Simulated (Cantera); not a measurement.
Input: 1 mol SiO₂, 6.1 mol H₂O, held at 58.0 Pa.

Cantera equilibrium calculation (NASA polynomials, part measured and part estimated; ideal gas, pure solids and liquids). Candidate condensed phases: H₂O, Si, SiO₂; 18 gas species. The tables hold silica as quartz up to 1696 K and as liquid above; real silica turns to tridymite and cristobalite and melts near 1996 K. Equilibrium is a limit: real reactors are often held back by kinetics, nucleation or transport.

Q: Which condensed phases are stable at each of these points (T (°C)): 725, 925, 1125, 1325, 1525, 1725, 1925, 2125?

A: 
```
T (°C)  condensed phases  Si condensed (%)
------  ----------------  ----------------
725       SiO₂(β-quartz)             100.0
925       SiO₂(β-quartz)             100.0
1125      SiO₂(β-quartz)             100.0
1325      SiO₂(β-quartz)             100.0
1525     SiO₂(condensed)              99.9
1725             SiO₂(l)              94.3
1925            gas only               0.0
2125            gas only               0.0
```

From 725 °C to 1325 °C the condensed part is SiO₂(β-quartz). At 1525 °C the condensed part is SiO₂(condensed). At 1725 °C the condensed part is SiO₂(l). From 1925 °C to 2125 °C nothing is condensed.
